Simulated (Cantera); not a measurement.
B₂H₆ + H₂ (boron, boron nitride and boron oxide)

Charge: 1 mol B₂H₆, 2 mol H₂, held at 1475 K and 28.0 Pa.

Method: chemical equilibrium by Gibbs-energy minimisation in Cantera with the NASA 1993 tables (ideal gas, pure condensed phases). Candidate condensed phases: B; 7 gas species. The feed counts by its element totals alone. Kinetics and transport are ignored.

| Property | Result |
|---|---|
| x(H₂) | 0.999 |
| x(H) | 0.000775 |
| x(BH₂) | 7.59e-6 |
| n(B(s)) | 2.00 mol |
| gas amount | 5.002 mol |
